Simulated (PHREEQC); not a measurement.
1 kg of water holding 0.2 mol/kgw NaCl meets 20 L of dry gas (H2 1 by moles) at fixed total pressure, at 100 °C; fugacities by Peng-Robinson. The gases take part in no redox reaction, some water evaporates into the gas, and hydrates or a liquid gas phase aren't modelled. Precipitation was switched off in this run.

All values are PHREEQC results (ion-association model, phreeqc.dat), not measurements.

| P (atm) | dissolved H2 (mol/kgw) | φ of H2 |
|---|---|---|
| 2 | 0.000761 | 1.004 |
| 5 | ? | 1.003 |
| 10 | 0.00676 | 1.004 |
| 20 | 0.0142 | 1.006 |
| 30 | 0.0215 | 1.009 |
| 40 | 0.0287 | ? |
| 50 | 0.0358 | 1.015 |
| 75 | 0.0533 | 1.022 |
| 100 | ? | 1.030 |
| 150 | 0.102 | ? |
| 200 | 0.133 | ? |
| 300 | 0.189 | 1.106 |
| 400 | 0.239 | 1.150 |

**Question.** Complete the blanks.

**Answer.** 
- 5, dissolved H2 (mol/kgw): 0.00302
- 40, φ of H2: 1.012
- 100, dissolved H2 (mol/kgw): 0.0702
- 150, φ of H2: 1.048
- 200, φ of H2: 1.066

Constants without temperature data keep their 25 °C values here.
